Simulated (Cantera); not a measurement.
Mixture: CH3OH : O2 : N2 = 1 : 1.36 : 5.13 (molar parts), equivalence ratio 1.1, at 0.918 atm, adiabatic and at constant pressure. Ignition delay is the time to a rise of 400 K.

Computed with Cantera and GRI-Mech 3.0 (53 species, 325 reactions). GRI-Mech 3.0 was tuned for natural gas; its chemistry of methanol as a main component is partial and can be far from experiment.

### Question
What does this change do: pressure from 0.918 atm to 0.987 atm?

### Answer
| quantity | before | after |
|---|---|---|
| delay at 1175 K | 15.2 ms | 14.2 ms |
| delay at 1375 K | 0.859 ms | 0.805 ms |
| delay at 1575 K | 0.121 ms | 0.113 ms |
| delay at 1775 K | 30.2 µs | 28.2 µs |
| apparent activation energy between 1675 and 1875 K | 160 kJ/mol | 160 kJ/mol |

### Question
What does this change do: CH3OH 1 to 0.74 parts?

### Answer
```
quantity                                                before       after
--------------------------------------------------  ----------  ----------
delay at 1175 K                                        15.2 ms     16.3 ms
delay at 1375 K                                       0.859 ms    0.939 ms
delay at 1575 K                                       0.121 ms    0.137 ms
delay at 1775 K                                        30.2 µs     34.9 µs
apparent activation energy between 1675 and 1875 K  160 kJ/mol  150 kJ/mol
```

### Question
What does this change do: CH3OH 1 to 0.41 parts?

### Answer
```json
[
 {"quantity": "delay at 1175 K", "before": "15.2 ms", "after": "18.5 ms"},
 {"quantity": "delay at 1375 K", "before": "0.859 ms", "after": "1.12 ms"},
 {"quantity": "delay at 1575 K", "before": "0.121 ms", "after": "0.178 ms"},
 {"quantity": "delay at 1775 K", "before": "30.2 µs", "after": "56.7 µs"},
 {"quantity": "apparent activation energy between 1675 and 1875 K", "before": "160 kJ/mol", "after": "99 kJ/mol"}
]
```
